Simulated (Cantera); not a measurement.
A perfectly stirred reactor is fed with CO : O₂ : H₂O : N₂ = 0.011 : 0.0095 : 0.00015 : 1 (molar parts), at 10.0 bar; it is held at 1323 K, and followed from long to short residence time.

Computed with Cantera and GRI-Mech 3.0 (53 species, 325 reactions).

x: mole fraction; the columns are a selection and need not sum to one.

```
τ (s)        x CO     x O₂     x H₂O      x O    x HO₂
-------  --------  -------  --------  -------  -------
7.6       7.57e-5  0.00397  0.000147  6.30e-7  1.45e-7
2.0      0.000243  0.00405  0.000147  1.40e-6  3.39e-7
0.54     0.000734  0.00430  0.000146  2.99e-6  6.94e-7
0.14      0.00208        ?  0.000145  5.86e-6  1.25e-6
0.038     0.00482        ?  0.000144  8.98e-6  1.85e-6
0.010     0.00818        ?  0.000143  1.05e-5  2.23e-6
0.0027     0.0101  0.00895  0.000144  9.35e-6  2.12e-6
0.00072    0.0107  0.00926  0.000146  4.37e-6  1.18e-6
0.00019    0.0108  0.00931  0.000147  4.31e-8  6.53e-9
```

Task: Complete the blanks.

Result: 
- 0.14, x O₂: 0.00497
- 0.038, x O₂: 0.00633
- 0.010, x O₂: 0.00801
